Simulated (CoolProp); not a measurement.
C3F8 (R218) at several states: fugacity coefficient from the reference equation and from simpler models built on Tc = 71.9 °C, pc = 26.40 bar, ω = 0.317; each cubic takes its own stable root.

Model: reference Helmholtz-energy equation of state, Lemmon 2006, in CoolProp. It is a short technical equation, of lower accuracy than the large ones.

```json
[
 {"T (°C)": "-36.25", "p (bar)": "39.4", "phase": "liquid", "reference": "0.03137"},
 {"T (°C)": "147.45", "p (bar)": "4.29", "phase": "gas", "reference": "0.9743"},
 {"T (°C)": "75.35", "p (bar)": "117", "phase": "supercritical", "reference": "0.2652"}
]
```

How far does each simpler model (Redlich-Kwong, Soave-Redlich-Kwong) lie from the reference over these 3 states: mean and median of the absolute difference, and the worst?


- Redlich-Kwong: mean 31.0 %, median 5.0 %, worst +87.4 % at -36.25 °C and 39.4 bar
- Soave-Redlich-Kwong: mean 2.6 %, median 1.7 %, worst +6.1 % at 75.35 °C and 117 bar
